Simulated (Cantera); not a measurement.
Charge: 1 mol Si3N4, 0.86 mol O2, held at 900 K and 13.3 mbar.

These are equilibrium values from Cantera (NASA tables, ideal gas, pure condensed phases), not measurements of a reactor. Candidate condensed phases: Si, SiO2, Si2N2O, Si3N4; 16 gas species. The numbers say what is thermodynamically allowed, not how fast it happens.

Base state: N2 1.00 (mole fractions); condensed: SiO2(β-quartz) + Si2N2O(s).

**Question.** What changes in the equilibrium state with this change: temperature from 900 K to 1875 K?

**Answer.** 
```json
[
 {"species": "N2", "before": "1.00", "after": "0.620"},
 {"species": "SiO", "before": "<1e-9", "after": "0.379"},
 {"species": "Si", "before": "<1e-9", "after": "0.000471"},
 {"species": "Si2N", "before": "<1e-9", "after": "1.58e-5"},
 {"species": "SiN", "before": "<1e-9", "after": "1.53e-5"},
 {"species": "SiO2(β-quartz), mol", "before": "0.147", "after": "0"},
 {"species": "Si2N2O(s), mol", "before": "1.43", "after": "1.28"}
]
```
The tables' values for SiN are old estimates; treat these amounts as uncertain.

**Question.** What changes in the equilibrium state with this change: 0.15 mol H2O added?

**Answer.** 
```json
[
 {"species": "N2", "before": "1.00", "after": "0.806"},
 {"species": "H2", "before": "0", "after": "0.194"},
 {"species": "SiO2(β-quartz), mol", "before": "0.147", "after": "0.247"},
 {"species": "Si2N2O(s), mol", "before": "1.43", "after": "1.38"}
]
```
Further candidate phases: H2O.
